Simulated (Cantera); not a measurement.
Input: 1 mol Si₂H₆, 0.11 mol Cl₂, 4 mol H₂, at 875 K.

Equilibrium computed with Cantera from the NASA thermochemical tables; the gas is ideal and each condensed phase is pure. Candidate condensed phases: Si; 19 gas species. The feed counts by its element totals alone. The tables' values for SiCl₃ are old estimates; treat these amounts as uncertain. Rates play no part.

Task: At 1500 Torr, list the 6 most abundant gas species with their mole fractions, and the condensed phases.

Result: H₂ 0.989, SiHCl₃ 0.00530, SiCl₄ 0.00308, HCl 0.00126, SiH₂Cl₂ 0.000835, SiH₃Cl 3.17e-5. Condensed: Si(s).
